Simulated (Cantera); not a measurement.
Input: 1 mol (CH3)2SiCl2, 0.094 mol C2H4, 1.1 mol H2, equilibrated at 5.30 mbar.

These are equilibrium values from Cantera (NASA tables, ideal gas, pure condensed phases), not measurements of a reactor. Candidate condensed phases: C, C6H6, C7H8, C8H18, Si, SiC; 109 gas species. The feed counts by its element totals alone. Gases not in the tables: Si2H6 and higher silanes. The numbers say what is thermodynamically allowed, not how fast it happens.

Task: What share of the Si ends up in condensed phases as a function of T (K), at 1023, 1173, 1323, 1473, 1623, 1773, 1923, 2073, 2223, 2373, 2523, 2673?

Result: 
```
T (K)  Si condensed (%)      as
-----  ----------------  ------
1023               80.7  SiC(s)
1173               94.9  SiC(s)
1323               98.0  SiC(s)
1473               97.3  SiC(s)
1623               95.5  SiC(s)
1773               92.9  SiC(s)
1923               89.7  SiC(s)
2073               85.6  SiC(s)
2223               75.7  SiC(s)
2373               26.9  SiC(s)
2523                0.0       -
2673                0.0       -
```
